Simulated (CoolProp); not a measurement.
1-butene along the isotherm 525 K: density (kg/m³) from the reference equation and from simpler models built on Tc = 419.3 K, pc = 40.06 bar, ω = 0.192; each cubic takes its own stable root.

Computed with CoolProp (reference Helmholtz-energy equation of state, Lemmon 2005). It is a short technical equation, of lower accuracy than the large ones.

| p (bar) | phase | reference | ideal gas | van der Waals | Soave-Redlich-Kwong | Peng-Robinson |
|---|---|---|---|---|---|---|
| 0.633 | gas | 0.8157 | 0.8136 | 0.8158 | 0.8156 | 0.8160 |
| 1.02 | gas | 1.317 | 1.311 | 1.317 | 1.316 | 1.317 |
| 1.65 | gas | 2.135 | 2.121 | 2.136 | 2.134 | 2.137 |
| 2.67 | gas | 3.470 | 3.432 | 3.471 | 3.468 | 3.475 |
| 4.32 | gas | 5.654 | 5.553 | 5.657 | 5.648 | 5.666 |
| 6.97 | gas | 9.226 | 8.959 | 9.236 | 9.209 | 9.257 |
| 11.3 | gas | 15.24 | 14.52 | 15.28 | 15.19 | 15.33 |
| 18.2 | gas | 25.33 | 23.39 | 25.46 | 25.19 | 25.54 |
| 29.4 | gas | 43.20 | 37.79 | 43.73 | 42.72 | 43.68 |
| 47.5 | supercritical | 76.74 | 61.05 | 79.67 | 74.92 | 77.61 |
| 76.7 | supercritical | 144.7 | 98.59 | 161.0 | 136.7 | 144.0 |
| 124 | supercritical | 259.5 | 159.4 | 250.7 | 233.7 | 250.2 |
| 200 | supercritical | 355.5 | 257.1 | 303.9 | 325.6 | 353.6 |
